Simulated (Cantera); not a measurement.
Charge: 1 mol SiH4, 0.12 mol NH3, equilibrated at 0.100 bar.

Cantera equilibrium calculation (NASA polynomials, part measured and part estimated; ideal gas, pure solids and liquids). Candidate condensed phases: Si, Si3N4; 18 gas species. Mutual solubility and eutectic melting of coexisting phases are not modelled. The tables' values for SiN are old estimates; treat these amounts as uncertain. Gases not in the tables: Si2H6 and higher silanes. The numbers say what is thermodynamically allowed, not how fast it happens.

x: gas mole fraction; n: condensed amount in mol.

```csv
T (°C),x H2,x N2,x H,x Si,x SiH,x SiH2,n Si(s),n Si3N4(s),n Si(l)
527,1.00,<1e-12,9.16e-12,<1e-12,<1e-12,<1e-12,0.910,0.0300,0
627,1.00,1.11e-12,3.70e-10,<1e-12,<1e-12,3.71e-12,0.910,0.0300,0
727,1.00,1.63e-10,7.18e-9,<1e-12,<1e-12,9.37e-11,0.910,0.0300,0
827,1.00,9.62e-9,8.18e-8,<1e-12,2.25e-12,1.32e-9,0.910,0.0300,0
927,1.000,2.85e-7,6.24e-7,1.39e-11,6.58e-11,1.19e-8,0.910,0.0300,0
1027,1.000,[?],[?],[?],[?],[?],0.910,0.0300,0
1127,1.000,5.74e-5,1.54e-5,8.23e-9,1.30e-8,3.77e-7,0.910,0.0299,0
1227,0.999,0.000474,5.57e-5,1.05e-7,1.07e-7,1.50e-6,0.912,0.0295,0
1327,0.997,0.00299,0.000172,9.75e-7,6.71e-7,4.99e-6,0.920,0.0267,0
1427,0.984,0.0156,0.000462,6.79e-6,3.29e-6,1.40e-5,0,0.0127,0.962
1527,0.972,0.0268,0.00112,3.18e-5,1.13e-5,2.91e-5,0,0,1.000
1627,0.971,0.0267,[?],[?],[?],[?],0,0,0.999
1727,0.968,0.0267,0.00506,0.000435,9.19e-5,0.000103,0,0,0.999
1827,0.962,0.0266,0.00966,0.00133,0.000224,0.000175,0,0,0.996
```

**Question.** What belongs in the gaps?

**Answer.** 
- 1027, x N2: 4.98e-6
- 1027, x H: 3.50e-6
- 1027, x Si: 4.33e-10
- 1027, x SiH: 1.14e-9
- 1027, x SiH2: 7.65e-8
- 1627, x H: 0.00247
- 1627, x Si: 0.000126
- 1627, x SiH: 3.41e-5
- 1627, x SiH2: 5.66e-5
